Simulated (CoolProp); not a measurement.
Properties of R227EA along the isobar 3740 kPa (Tc = 374.9 K, pc = 2925 kPa, ω = 0.358).

Computed with CoolProp (reference Helmholtz-energy equation of state, Lemmon 2016).

| T (K) | phase | density (kg/m³) | cp (kJ/(kg K)) | Joule-Thomson coefficient (K/MPa) | isothermal compressibility (1/MPa) | conductivity (mW/(m K)) | Prandtl number |
|---|---|---|---|---|---|---|---|
| 364.5 | liquid | 1057 | 1.524 | 1.261 | 0.04089 | 45.3 | 3.26 |
| 371.9 | liquid | 982.7 | 1.696 | 2.044 | 0.07218 | 43.6 | 3.16 |
| 379.2 | supercritical | 876.3 | 2.121 | 3.842 | 0.1761 | 42.4 | 3.17 |
| 386.6 | supercritical | 653.6 | 3.977 | 9.967 | 0.9763 | 43.9 | 3.57 |
| 394 | supercritical | 434.8 | 2.380 | 12.60 | 0.8449 | 37.0 | 1.67 |
| 401.3 | supercritical | 358.5 | 1.728 | 11.38 | 0.6188 | 33.1 | 1.20 |
| 408.7 | supercritical | 317.0 | 1.481 | 10.03 | 0.5142 | 31.2 | 1.04 |
| 416.1 | supercritical | 289.5 | 1.358 | 8.943 | 0.4564 | 30.2 | 0.956 |
| 423.4 | supercritical | 269.4 | 1.288 | 8.074 | 0.4201 | 29.7 | 0.908 |
| 430.8 | supercritical | 253.4 | 1.242 | 7.351 | 0.3945 | 29.5 | 0.875 |
| 438.2 | supercritical | 240.2 | 1.211 | 6.748 | 0.3756 | 29.5 | 0.852 |
| 445.5 | supercritical | 229.3 | 1.190 | 6.242 | 0.3611 | 29.6 | 0.834 |
| 452.9 | supercritical | 219.7 | 1.175 | 5.801 | 0.3495 | 29.8 | 0.819 |
| 460.3 | supercritical | 211.2 | 1.164 | 5.416 | 0.3400 | 30.1 | 0.807 |
| 467.6 | supercritical | 203.9 | 1.156 | 5.082 | 0.3321 | 30.5 | 0.797 |
| 475 | supercritical | 197.1 | 1.151 | 4.781 | 0.3254 | 30.8 | 0.788 |

The peak of cp marks the crossing from liquid-like to gas-like fluid above the critical point.

Viscosity comes from a separate model (Huber 2003), an estimate that may be off by 10 % or more. Thermal conductivity comes from a separate model (Huber 2003), an estimate that may be off by 10 % or more.
